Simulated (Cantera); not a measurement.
A Cantera script and what it prints.

```python
import numpy as np
import cantera as ct

gas_names = """
    Fe H H2 H2S N NH NH2 NH3 N2 N2H2 N2H4 S SH SN S2 S8
""".split()
cond_names = """
    Fe(a) Fe(c) Fe(d) Fe(L) FeS(a) FeS(b) FeS(c) FeS(L) FeS2(s) S(cr1) S(cr2) S(L)
""".split()


# ... load() reads the species with a 1 bar reference pressure and builds the phases ...
atoms = {
    'Fe': {'Fe': 1},
    'H2S': {'H': 2, 'S': 1},
    'N2': {'N': 2},
}
top_T = {'FeS2(s)': 1010}  # K; cautious upper limits of use, not melting points


# ... equilibrate(T, P, feed) seeds the gas with the atoms and calls Mixture.equilibrate('TP', solver="vcs", rtol=1e-11, max_steps=5000) ...
results = []
feed = {'Fe': 1, 'H2S': 0.0013, 'N2': 3.6}  # mol
P = 270  # Pa
for T in [700, 775, 850, 925, 1000, 1075, 1150, 1225, 1300, 1375, 1450, 1525, 1600, 1675]:
    mix = equilibrate(T, P, feed)
    results.append((T, P, feed, dict(zip(mix.species_names, mix.species_moles))))
    x = sorted(zip(gas.X, gas.species_names), reverse=True)
    print(f"T = {T:g} K  P = {P:g} Pa  gas = {mix.phase_moles(0):.4g} mol")
    print("   x: " + "  ".join(f"{s} {v:.3e}" for v, s in x if v > 1e-06))
    print("   condensed (mol): " + ("  ".join(f"{mix.phase(i).name} {mix.phase_moles(i):.4g}"
          for i in range(1, mix.n_phases) if mix.phase_moles(i) > 1e-12) or "none"))
```

Output:

```
T = 700 K  P = 270 Pa  gas = 3.601 mol
   x: N2 9.996e-01  H2 3.610e-04
   condensed (mol): Fe(a) 0.9987  FeS(c) 0.0013
T = 775 K  P = 270 Pa  gas = 3.601 mol
   x: N2 9.996e-01  H2 3.609e-04
   condensed (mol): Fe(a) 0.9987  FeS(c) 0.0013
T = 850 K  P = 270 Pa  gas = 3.601 mol
   x: N2 9.996e-01  H2 3.609e-04
   condensed (mol): Fe(a) 0.9987  FeS(c) 0.0013
T = 925 K  P = 270 Pa  gas = 3.601 mol
   x: N2 9.996e-01  H2 3.608e-04
   condensed (mol): Fe(a) 0.9987  FeS(c) 0.001299
T = 1000 K  P = 270 Pa  gas = 3.601 mol
   x: N2 9.996e-01  H2 3.606e-04
   condensed (mol): Fe(a) 0.9987  FeS(c) 0.001298
T = 1075 K  P = 270 Pa  gas = 3.601 mol
   x: N2 9.996e-01  H2 3.603e-04
   condensed (mol): Fe(a) 0.9987  FeS(c) 0.001295
T = 1150 K  P = 270 Pa  gas = 3.601 mol
   x: N2 9.996e-01  H2 3.598e-04  S2 3.362e-06  H2S 1.133e-06
   condensed (mol): Fe(a) 0.9987  FeS(c) 0.001271
T = 1225 K  P = 270 Pa  gas = 3.601 mol
   x: N2 9.996e-01  H2 3.590e-04  S2 2.541e-05  H2S 1.743e-06
   condensed (mol): Fe(c) 0.9989  FeS(c) 0.001109
T = 1300 K  P = 270 Pa  gas = 3.602 mol
   x: N2 9.995e-01  H2 3.574e-04  S2 1.514e-04  H2S 2.538e-06  SH 1.507e-06
   condensed (mol): Fe(c) 0.9998  FeS(c) 0.0001921
T = 1375 K  P = 270 Pa  gas = 3.602 mol
   x: N2 9.995e-01  H2 3.574e-04  S2 1.773e-04  Fe 3.041e-06  SH 2.373e-06  S 2.145e-06  H2S 1.739e-06  H 1.247e-06
   condensed (mol): Fe(c) 1
T = 1450 K  P = 270 Pa  gas = 3.602 mol
   x: N2 9.994e-01  H2 3.564e-04  S2 1.754e-04  Fe 1.848e-05  S 5.692e-06  H 3.436e-06  SH 3.299e-06  H2S 1.145e-06
   condensed (mol): Fe(c) 0.9999
T = 1525 K  P = 270 Pa  gas = 3.602 mol
   x: N2 9.994e-01  H2 3.536e-04  S2 1.710e-04  Fe 9.367e-05  S 1.363e-05  H 8.561e-06  SH 4.392e-06
   condensed (mol): Fe(c) 0.9997
T = 1600 K  P = 270 Pa  gas = 3.604 mol
   x: N2 9.990e-01  Fe 4.061e-04  H2 3.477e-04  S2 1.625e-04  S 2.964e-05  H 1.951e-05  SH 5.585e-06
   condensed (mol): Fe(c) 0.9985
T = 1675 K  P = 270 Pa  gas = 3.608 mol
   x: N2 9.979e-01  Fe 1.538e-03  H2 3.361e-04  S2 1.473e-04  S 5.865e-05  H 4.097e-05  SH 6.710e-06
   condensed (mol): Fe(d) 0.9945
```

Equilibrium computed with Cantera from the NASA thermochemical tables; the gas is ideal and each condensed phase is pure. Metal and sulfide melt together well below either melting point, which pure phases cannot show. Mutual solubility and eutectic melting of coexisting phases are not modelled. FeS: taken at fixed stoichiometry. Gases not in the tables: S3 to S7.
